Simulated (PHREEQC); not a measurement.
Solution (70 °C): 62 mmol/kgw H2SO4. Closed to the air; pH follows from the charge balance.

Equilibrium calculation in PHREEQC: ion-association model, phreeqc.dat.

**Question.** The ionic strength comes out as 0.0754 mol/kgw. What activity coefficients do SO4-2, HSO4-, H+ get?

**Answer.** SO4-2 0.38, HSO4- 0.78, H+ 0.82.

This is a speciation only: nothing precipitates in the calculation. Complexes and solids missing from the database can't appear. Constants without temperature data keep their 25 °C values here.
